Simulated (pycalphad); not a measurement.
**Phase fractions of Al-76.55C (wt.%)**

All values are pycalphad results on the COST 507 light-alloy database (1999) (1 atm), not direct measurements. No gas phase is included, though pure Al would boil below 3050 K. The database dates from 1999; later assessments differ in places, in temperatures and in the compounds included. Phase fractions are per mole of atoms. Diffusion is slow at the low end, where real alloys seldom reach equilibrium.

```tsv
T (K)	graphite	liquid	AL4C3
3050	0.793	0.207	-
2950	0.804	0.196	-
2850	0.814	0.186	-
2750	0.824	0.176	-
2650	0.833	0.167	-
2550	0.841	0.159	-
2450	0.848	0.152	-
2350	0.790	-	0.210
2250	0.790	-	0.210
2150	0.790	-	0.210
2050	0.790	-	0.210
1950	0.790	-	0.210
1850	0.790	-	0.210
1750	0.790	-	0.210
1650	0.790	-	0.210
1550	0.790	-	0.210
1450	0.790	-	0.210
1350	0.790	-	0.210
1250	0.790	-	0.210
1150	0.790	-	0.210
1050	0.790	-	0.210
950	0.790	-	0.210
850	0.790	-	0.210
750	0.790	-	0.210
650	0.790	-	0.210
550	0.790	-	0.210
```

Database names, with the compositions (at.%) that they take in these runs: AL4C3: Al 57 C 43.
